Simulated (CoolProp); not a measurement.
Saturated liquid density (kg/m³) of propane: the reference equation beside estimates from Tc = 96.7 °C, pc = 4251 kPa, ω = 0.152. Rackett uses Z = 0.29056 − 0.08775 ω.

Computed with CoolProp (reference Helmholtz-energy equation of state, Lemmon 2009).

| T (°C) | reference | Rackett | van der Waals | Redlich-Kwong | Soave-Redlich-Kwong | Peng-Robinson |
|---|---|---|---|---|---|---|
| 0.25 | 528.3 | 526.9 | 335.6 | 482.4 | 493.6 | 559.5 |
| 5.45 | 521.1 | 519.7 | 330.9 | 474.0 | 485.5 | 550.5 |
| 10.65 | 513.8 | 512.3 | 326.1 | 465.3 | 477.0 | 541.0 |
| 15.85 | 506.3 | 504.7 | 321.1 | 456.4 | 468.2 | 531.1 |
| 21.05 | 498.5 | 496.9 | 315.9 | 447.0 | 459.0 | 520.7 |
| 26.25 | 490.4 | 488.8 | 310.5 | 437.4 | 449.4 | 509.9 |
| 31.45 | 482.0 | 480.4 | 304.9 | 427.3 | 439.4 | 498.5 |
| 36.65 | 473.3 | 471.7 | 299.1 | 416.8 | 428.8 | 486.5 |
| 41.85 | 464.2 | 462.6 | 293.0 | 405.8 | 417.8 | 473.8 |
| 47.05 | 454.6 | 453.1 | 286.6 | 394.3 | 406.1 | 460.3 |
| 52.25 | 444.4 | 443.0 | 279.9 | 382.2 | 393.7 | 446.0 |
| 57.45 | 433.6 | 432.3 | 272.7 | 369.4 | 380.5 | 430.7 |
| 62.65 | 421.9 | 420.8 | 265.0 | 355.7 | 366.3 | 414.3 |
| 67.85 | 409.2 | 408.4 | 256.8 | 341.0 | 351.1 | 396.4 |
| 73.15 | 394.9 | 394.4 | 247.5 | 324.7 | 334.0 | 376.3 |

Absolute difference from the reference over all 15 rows, mean and median: Rackett 0.3 and 0.3 %, van der Waals 36.8 and 36.8 %, Redlich-Kwong 12.4 and 11.9 %, Soave-Redlich-Kwong 10.0 and 9.4 %, Peng-Robinson 3.4 and 3.4 %.
